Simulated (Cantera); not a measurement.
Feed: 1 mol Pb, 0.06 mol CO, 0.21 mol N₂, at 800 Pa.

Method: chemical equilibrium by Gibbs-energy minimisation in Cantera with the NASA 1993 tables (ideal gas, pure condensed phases). Candidate condensed phases: C, Pb, PbO, PbO₂, Pb₃O₄; 27 gas species. Rates play no part.

x: gas mole fraction; n: condensed amount in mol.

| T (°C) | x Pb | x N₂ | x CO | x Pb₂ | x CO₂ | x CN | x C₂N₂ | n Pb(l) |
|---|---|---|---|---|---|---|---|---|
| 1000 | 0.229 | 0.599 | 0.171 | 1.72e-5 | 1.69e-6 | 1.51e-12 | … | 0.920 |
| 1050 | 0.440 | 0.436 | 0.125 | 5.08e-5 | 4.90e-7 | 6.16e-12 | 5.28e-11 | 0.788 |
| 1100 | 0.787 | 0.165 | 0.0473 | 0.000133 | 4.06e-8 | 1.62e-11 | 5.64e-11 | 0 |
| 1150 | 0.787 | 0.165 | 0.0472 | 0.000110 | 2.43e-8 | 6.21e-11 | … | 0 |
| 1200 | 0.787 | 0.165 | 0.0472 | 9.26e-5 | 1.51e-8 | 2.18e-10 | … | 0 |
| 1250 | 0.787 | 0.165 | 0.0472 | 7.86e-5 | 9.71e-9 | 7.03e-10 | … | 0 |
| 1300 | 0.787 | 0.165 | 0.0472 | 6.73e-5 | 6.42e-9 | 2.10e-9 | … | 0 |
| 1350 | 0.787 | 0.165 | 0.0472 | 5.82e-5 | 6.74e-9 | 3.81e-9 | … | 0 |

### Question
Fill in the missing entries.

### Answer

- 1000, x C₂N₂: 2.38e-11
- 1150, x C₂N₂: 1.48e-10
- 1200, x C₂N₂: 3.62e-10
- 1250, x C₂N₂: 8.37e-10
- 1300, x C₂N₂: 1.83e-9
- 1350, x C₂N₂: 1.61e-9
